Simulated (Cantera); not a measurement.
What does this Cantera script print?

```python
import numpy as np
import cantera as ct

gas = ct.Solution("gri30.yaml")
gas.TPX = 625, 101325, {'CH4': 1, 'C2H6': 0.054, 'C3H8': 0.46, 'O2': 4.49, 'N2': 13.5}
flame = ct.FreeFlame(gas, width=0.04)
flame.set_refine_criteria(ratio=3, slope=0.08, curve=0.16)
flame.transport_model = "mixture-averaged"
flame.solve(loglevel=0, auto=True)
z, T = flame.grid, flame.T
thick = (T[-1] - T[0]) / np.gradient(T, z).max()
show = ['CH4', 'C2H6', 'C3H8', 'HCO', 'H2O', 'NO2']
print(f"laminar burning velocity  {flame.velocity[0] * 100:.3f} cm/s")
print(f"burnt temperature         {T[-1]:.1f} K")
print(f"thermal thickness         {thick * 1e3:.4f} mm")
print(f"grid points               {len(z)}")
z0 = z[flame.heat_release_rate.argmax()]
print(f"{'z/mm':>9s}{'T/K':>9s}{'u/(m/s)':>9s}" + "".join(f"{s:>11s}" for s in show))
rows = []
for k in (-3, -2, -1.5, -1, -0.5, -0.25, 0, 0.25, 0.5, 1, 2, 4, 8):
    zz = z0 + k * thick
    rows.append([k * thick, np.interp(zz, z, T), np.interp(zz, z, flame.velocity),
                 *(np.interp(zz, z, flame.X[gas.species_index(s)]) for s in show)])
    print(f"{rows[-1][0] * 1e3:9.3f}{rows[-1][1]:9.1f}{rows[-1][2]:9.3f}" + "".join(f"{x:11.3e}" for x in rows[-1][3:]))
```

Output:

```
laminar burning velocity  206.825 cm/s
burnt temperature         2536.0 K
thermal thickness         0.2316 mm
grid points               148
     z/mm      T/K  u/(m/s)        CH4       C2H6       C3H8        HCO        H2O        NO2
   -0.695    625.1    2.070  5.122e-02  2.766e-03  2.357e-02  1.784e-17  2.146e-05  2.216e-11
   -0.463    626.0    2.077  5.107e-02  2.761e-03  2.352e-02  1.905e-14  2.271e-04  3.691e-10
   -0.347    630.1    2.097  5.077e-02  2.755e-03  2.345e-02  2.435e-12  9.865e-04  2.202e-09
   -0.232    666.6    2.234  4.931e-02  2.764e-03  2.313e-02  1.809e-09  6.174e-03  1.760e-08
   -0.116   1006.5    3.463  3.909e-02  3.183e-03  1.706e-02  1.955e-06  4.264e-02  3.907e-08
   -0.058   1440.4    5.096  2.443e-02  2.089e-03  5.468e-03  5.038e-05  8.566e-02  2.565e-08
    0.000   1860.1    6.712  7.752e-03  1.967e-04  1.721e-04  1.452e-04  1.287e-01  9.696e-09
    0.058   2056.1    7.454  1.001e-03  1.739e-06  2.700e-07  6.307e-05  1.510e-01  3.502e-09
    0.116   2110.0    7.633  6.957e-05  4.134e-09  6.482e-11  7.441e-06  1.574e-01  3.645e-09
    0.232   2155.1    7.748  2.909e-07  8.880e-14  3.624e-17  1.521e-07  1.579e-01  4.623e-09
    0.463   2213.4    7.909  1.518e-10  1.104e-18  2.299e-23  8.667e-08  1.585e-01  6.141e-09
    0.927   2290.8    8.140  1.661e-15  7.123e-25  1.217e-31  5.976e-08  1.629e-01  1.009e-08
    1.853   2381.0    8.407  3.799e-16 -9.183e-30  3.108e-41  3.662e-08  1.690e-01  2.077e-08
```

Computed with Cantera and GRI-Mech 3.0 (53 species, 325 reactions). GRI-Mech 3.0 was tuned for natural gas; its chemistry of propane as a main component is partial and can be far from experiment. Burning velocities carry a grid error of a few per cent, more on coarse grids.
